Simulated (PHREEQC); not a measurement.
## Spent oxide etchant (model solution)

Make-up at 20 °C: 1.2 mmol/kgw NH4HF2 and 16 mmol/kgw (NH4)2SiF6. Closed to the air; pH follows from the charge balance.

All values are PHREEQC results (ion-association model, phreeqc.dat), not measurements.

No solid was allowed to form.

**Question.** What pH, ionic strength does the model give?

**Answer.** pH 3.21; ionic strength 0.0496 mol/kgw.

**Question.** In which forms is Si present?

**Answer.** SiF6-2 98 %, H4SiO4 1.9 % of the Si.

Saturation is exceeded, for instance for Quartz (slow to form), Chalcedony (slow to form); the values hold only as long as no solid forms. SiF6-2 is the database's only silicon fluoride.
